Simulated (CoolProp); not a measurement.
Ammonia along the isobar 0.532 MPa: density (kg/m³) from the reference equation and from simpler models built on Tc = 405.6 K, pc = 11.36 MPa, ω = 0.256; each cubic takes its own stable root.

Computed with CoolProp (reference Helmholtz-energy equation of state, Gao 2020).

```json
[
 {"T (K)": "325.3", "phase": "gas", "reference": "3.491", "Redlich-Kwong": "3.455", "Peng-Robinson": "___"},
 {"T (K)": "333.8", "phase": "gas", "reference": "3.388", "Redlich-Kwong": "3.359", "Peng-Robinson": "___"},
 {"T (K)": "342.3", "phase": "gas", "reference": "3.292", "Redlich-Kwong": "3.269", "Peng-Robinson": "3.282"},
 {"T (K)": "350.7", "phase": "gas", "reference": "___", "Redlich-Kwong": "3.185", "Peng-Robinson": "3.197"},
 {"T (K)": "359.2", "phase": "gas", "reference": "3.120", "Redlich-Kwong": "3.105", "Peng-Robinson": "3.115"},
 {"T (K)": "367.7", "phase": "gas", "reference": "___", "Redlich-Kwong": "3.028", "Peng-Robinson": "___"},
 {"T (K)": "376.2", "phase": "gas", "reference": "2.965", "Redlich-Kwong": "2.956", "Peng-Robinson": "2.964"},
 {"T (K)": "384.7", "phase": "gas", "reference": "2.894", "Redlich-Kwong": "2.887", "Peng-Robinson": "2.894"},
 {"T (K)": "393.2", "phase": "gas", "reference": "2.827", "Redlich-Kwong": "2.821", "Peng-Robinson": "2.827"},
 {"T (K)": "401.7", "phase": "gas", "reference": "2.763", "Redlich-Kwong": "2.758", "Peng-Robinson": "2.764"},
 {"T (K)": "410.2", "phase": "gas", "reference": "2.702", "Redlich-Kwong": "2.699", "Peng-Robinson": "2.703"},
 {"T (K)": "418.7", "phase": "gas", "reference": "2.644", "Redlich-Kwong": "2.641", "Peng-Robinson": "2.645"},
 {"T (K)": "427.2", "phase": "gas", "reference": "2.588", "Redlich-Kwong": "2.587", "Peng-Robinson": "2.590"}
]
```

### Question
Fill in the missing entries.

### Answer

- 325.3, Peng-Robinson: 3.471
- 333.8, Peng-Robinson: 3.374
- 350.7, reference: 3.204
- 367.7, reference: 3.040
- 367.7, Peng-Robinson: 3.037
